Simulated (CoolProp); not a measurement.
A single-stage vapour-compression cycle with R507A: evaporating at 218.15 K (dew point), condensing at 239.15 K (bubble point), superheat 10 K, subcooling 2 K, compressor efficiency 0.75, no pressure losses. Each further row changes one setting.

The numbers come from the reference Helmholtz-energy equation of state, Lemmon 2003 in CoolProp. It is a pseudo-pure fit of the blend.

| case | cooling COP | pressure ratio | discharge temperature (K) | refrigerating effect (kJ/kg) | volumetric capacity (kJ/m³) |
|---|---|---|---|---|---|
| as stated | [?] | 2.70 | 264.2 | 186 | 668 |
| evaporating temperature 223.15 K | 9.85 | 2.09 | [?] | 189 | [?] |
| condensing temperature 234.15 K | 9.63 | [?] | [?] | 192 | 691 |
| subcooling 7 K | 7.44 | 2.70 | 264.2 | 192 | 691 |
| superheat 20 K | 7.15 | 2.70 | 274.7 | 194 | 663 |
| compressor efficiency 0.65 | 6.24 | 2.70 | 268.9 | 186 | 668 |

Fill in the missing entries.


- as stated, cooling COP: 7.20
- evaporating temperature 223.15 K, discharge temperature (K): 260.1
- evaporating temperature 223.15 K, volumetric capacity (kJ/m³): 864
- condensing temperature 234.15 K, pressure ratio: 2.17
- condensing temperature 234.15 K, discharge temperature (K): 256.1
